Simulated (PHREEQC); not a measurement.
Dissolve 0.0018 mol/kgw HF and 0.00011 mol/kgw NH4HF2 at 20 °C. Closed to the air; pH follows from the charge balance.

The numbers come from PHREEQC with the ion-association model, phreeqc.dat.

| quantity | before | after |
|---|---|---|
| pH | 3.08 | 3.57 |
| ionic strength (mol/kgw) | 0.000964 | 0.000296 |
| HF (mol/kgw) | 0.00105 | 0.000107 |
| F- (mol/kgw) | 0.000961 | 0.000296 |
| HF2- (mol/kgw) | 3.72e-6 | 1.17e-7 |

Q: What was changed between the two runs?
A. NH4HF2 from 0.00011 to 5.5e-05 mol/kgw
B. HF from 0.0018 to 0.00198 mol/kgw
C. NH4HF2 left out
D. NH4HF2 from 0.00011 to 0.00022 mol/kgw
E. diluted 5-fold with water

A: E, diluted 5-fold with water

Precipitation was switched off in this run.
